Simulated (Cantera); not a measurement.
**Formation from one mole of O2**

Source: NASA polynomial tables (part measured, part estimated), evaluated in Cantera. Values are per mole of reaction as written; species without (g) are pure solids or liquids, kept so even where they would boil at 1 bar.

1.143 Ti + O2(g) = 0.2857 Ti4O7

| T (K) | ΔH° (kJ) | ΔS° (J/K) | ΔG° (kJ) | log10 K | condensed phases |
|---|---|---|---|---|---|
| 500 | -971.2 | -179.8 | -881.3 | 92.07 | Ti(α), Ti4O7(s) |
| 700 | -968.7 | -175.5 | -845.8 | 63.11 | Ti(α), Ti4O7(s) |
| 900 | -966.0 | -172.2 | -811.0 | 47.07 | Ti(α), Ti4O7(s) |
| 1100 | -963.8 | -170.0 | -776.9 | 36.89 | Ti(α), Ti4O7(s) |
| 1300 | -965.5 | -171.6 | -742.5 | 29.83 | Ti(β), Ti4O7(s) |
| 1500 | -962.5 | -169.4 | -708.4 | 24.67 | Ti(β), Ti4O7(s) |
| 1700 | -960.0 | -167.8 | -674.7 | 20.73 | Ti(β), Ti4O7(s) |
| 1900 | -958.1 | -166.8 | -641.3 | 17.63 | Ti(β), Ti4O7(s) |
| 2100 | -907.9 | -141.1 | -611.6 | 15.21 | Ti(l), Ti4O7(l) |

2 Pb + O2(g) = 2 PbO(g)

```tsv
T (K)	ΔH° (kJ)	ΔS° (J/K)	ΔG° (kJ)	log10 K	condensed phases
500	137.0	136.2	68.9	-7.20	Pb(s)
700	123.4	113.4	44.0	-3.28	Pb(l)
900	119.3	108.3	21.8	-1.27	Pb(l)
1100	115.4	104.4	0.6	-0.03	Pb(l)
1300	111.6	101.2	-20.0	0.80	Pb(l)
1500	107.9	98.6	-40.0	1.39	Pb(l)
1700	104.2	96.3	-59.4	1.83	Pb(l)
1900	100.5	94.2	-78.5	2.16	Pb(l)
2100	96.6	92.3	-97.1	2.42	Pb(l)
```

Ta + O2(g) = TaO2(g)

```
T (K)  ΔH° (kJ)  ΔS° (J/K)  ΔG° (kJ)  log10 K
-----  --------  ---------  --------  -------
500      -202.6       29.1    -217.1    22.68
700      -203.9       26.9    -222.7    16.62
900      -205.2       25.2    -227.9    13.23
1100     -206.6       23.8    -232.8    11.06
1300     -208.2       22.5    -237.5     9.54
1500     -209.9       21.3    -241.9     8.42
1700     -211.7       20.2    -246.0     7.56
1900     -213.8       19.0    -249.9     6.87
2100     -216.0       17.9    -253.6     6.31
```
